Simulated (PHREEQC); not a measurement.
1 kg of water holding 0.066 mol/kgw KHCO3, 0.051 mol/kgw KCl, 0.41 mol/kgw K2CO3 and 0.0084 mol/kgw K2SO4 is evaporated at 5 °C; the solids stay in contact with the brine. No CO2 enters from the air. Only these solids could form: Arcanite, Kalicinite, Misenite, Sylvite.

All values are PHREEQC results (Pitzer model, pitzer.dat), not measurements.

Task: Predict ionic strength, water activity, Arcanite (mol) at water left (kg) = 0.6755, 0.1711, 0.1407, 0.1156.

Result: 
```tsv
water left (kg)	ionic strength	water activity	Arcanite (mol)
0.6755	2.03	0.969	0
0.1711	8.01	0.870	0.000327
0.1407	9.68	0.837	0.00352
0.1156	11.7	0.794	0.00557
```

Species that the database lacks are ignored. At this temperature some constants are extrapolated from 25 °C, and those without enthalpy data are left unchanged.
